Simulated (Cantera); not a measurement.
A closed system holds: 1 mol AlN, a varied amount of HCl, 43 mol H2, at 700 K and 0.00740 bar.

Method: chemical equilibrium by Gibbs-energy minimisation in Cantera with the NASA 1993 tables (ideal gas, pure condensed phases). Candidate condensed phases: Al, AlCl3, AlN, NH4Cl; 20 gas species. Rates play no part.

At 44 mol HCl, list the 5 most abundant gas species with their mole fractions, and the condensed phases.

H2 0.512, HCl 0.471, AlCl3 0.0114, N2 0.00575, Al2Cl6 4.17e-5. Condensed: gas only.
